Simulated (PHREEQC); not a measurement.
Dissolve 0.2 mol HF and 0.0015 mol CsF per kg of water at 65 °C. Closed to the air; pH follows from the charge balance.

Equilibrium calculation in PHREEQC: ion-association model, wateq4f.dat.

This is a speciation only: nothing precipitates in the calculation.

Question: Order these F species by the share of F that they hold, largest first: F-, H2F2, HF2-, HF.

Answer: HF (79 %), H2F2 (14 %), HF2- (4.5 %), F- (3.2 %)

The pH is 2.07 and the ionic strength 0.0109 mol/kgw. wateq4f.dat counts part of the HF as a dimer, H2F2, which phreeqc.dat doesn't know; its constant is uncertain. At this temperature some constants are extrapolated from 25 °C, and those without enthalpy data are left unchanged.
